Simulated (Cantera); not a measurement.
A freely propagating, adiabatic, planar premixed flame of 46.9 % H₂, 11.2 % O₂, 42.0 % N₂, unburnt at 525 K and 3.40 bar; unity-Lewis-number transport, grid criteria slope 0.08 and curve 0.16, no radiation.

Computed with Cantera and the H2/O2 subset of GRI-Mech 3.0, which has no nitrogen chemistry. The hydrogen kinetics of GRI-Mech 3.0 are dated; newer H2 mechanisms differ, most at raised pressure. Unity Lewis numbers drop preferential diffusion, which matters most where H2 and H carry the flame. Burning velocities carry a grid error of a few per cent, more on coarse grids.

x: mole fraction of selected species; z is measured from the peak of heat release.

| z (mm) | T (K) | u (m/s) | x H₂ | x O₂ | x O | x HO₂ | x H₂O | x OH |
|---|---|---|---|---|---|---|---|---|
| -0.255 | 525 | 4.47 | 0.469 | 0.112 | <1e-8 | 3.06e-8 | 9.79e-7 | <1e-8 |
| -0.170 | 525 | 4.47 | 0.469 | 0.112 | <1e-8 | 4.93e-7 | 1.58e-5 | <1e-8 |
| -0.128 | 526 | 4.48 | 0.469 | 0.112 | 1.07e-8 | [?] | [?] | <1e-8 |
| -0.0850 | 531 | 4.52 | 0.468 | 0.111 | 1.84e-7 | 2.30e-5 | 0.000742 | <1e-8 |
| -0.0425 | [?] | 5.42 | 0.458 | 0.105 | [?] | 0.000393 | [?] | [?] |
| -0.0213 | 952 | 7.89 | 0.421 | 0.0846 | 0.000253 | 0.000383 | 0.0584 | 0.000455 |
| 0 | 1351 | 10.9 | 0.341 | 0.0471 | 0.00137 | 0.000145 | 0.138 | 0.00153 |
| 0.0213 | 1609 | 12.8 | 0.271 | 0.0165 | 0.00165 | 4.46e-5 | 0.201 | 0.00300 |
| 0.0425 | 1742 | 13.7 | 0.248 | 0.00480 | 0.00112 | 1.20e-5 | 0.227 | 0.00373 |
| 0.0850 | 1869 | 14.6 | 0.247 | 0.000645 | 0.000640 | 1.61e-6 | 0.238 | 0.00385 |
| 0.170 | 1978 | 15.3 | 0.255 | 0.000153 | 0.000340 | 4.64e-7 | 0.242 | 0.00326 |
| 0.340 | 2064 | 15.8 | 0.263 | 6.44e-5 | 0.000153 | 2.19e-7 | 0.245 | 0.00241 |
| 0.680 | 2126 | 16.2 | 0.268 | 2.45e-5 | 5.87e-5 | 8.92e-8 | 0.248 | 0.00159 |

Task: What belongs in the gaps?

Result: 
- -0.128, x HO₂: 2.78e-6
- -0.128, x H₂O: 8.94e-5
- -0.0425, T (K): 642
- -0.0425, x O: 1.72e-5
- -0.0425, x H₂O: 0.0145
- -0.0425, x OH: 2.83e-5
